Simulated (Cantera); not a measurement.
Feed: 1 mol SiH₂Cl₂, 0.0079 mol Cl₂, 13 mol N₂, held at 727 °C and 110000 Pa.

Method: chemical equilibrium by Gibbs-energy minimisation in Cantera with the NASA 1993 tables (ideal gas, pure condensed phases). Candidate condensed phases: NH₄Cl, Si, Si₃N₄; 28 gas species. N₂ is the only nitrogen source here; it is nearly inert below about 1500 K, so the nitride shown seldom forms there in practice. Rates play no part.

Base state: N₂ 0.875, HCl 0.0799, H₂ 0.0301, SiCl₄ 0.0153, SiHCl₃ 4.06e-5 (mole fractions); condensed: Si₃N₄(s).

What changes in the equilibrium state with this change: Cl₂ from 0.0079 to 0.31 mol?


```json
[
 {"species": "N₂", "before": "0.875", "after": "0.865"},
 {"species": "HCl", "before": "0.0799", "after": "0.0842"},
 {"species": "H₂", "before": "0.0301", "after": "0.0267"},
 {"species": "SiCl₄", "before": "0.0153", "after": "0.0240"},
 {"species": "SiHCl₃", "before": "4.06e-5", "after": "5.37e-5"},
 {"species": "Si₃N₄(s), mol", "before": "0.260", "after": "0.217"}
]
```

What changes in the equilibrium state with this change: temperature from 727 °C to 1252 °C?


```tsv
species	before	after
N₂	0.875	0.871
HCl	0.0799	0.0899
H₂	0.0301	0.0247
SiCl₄	0.0153	0.00960
SiCl₂	2.38e-8	0.00199
Cl	<1e-9	1.03e-5
SiCl₃	3.88e-6	0.00253
SiHCl₃	4.06e-5	0.000299
Si₃N₄(s), mol	0.260	0.264
```
The tables' values for SiCl₃ are old estimates; treat these amounts as uncertain.
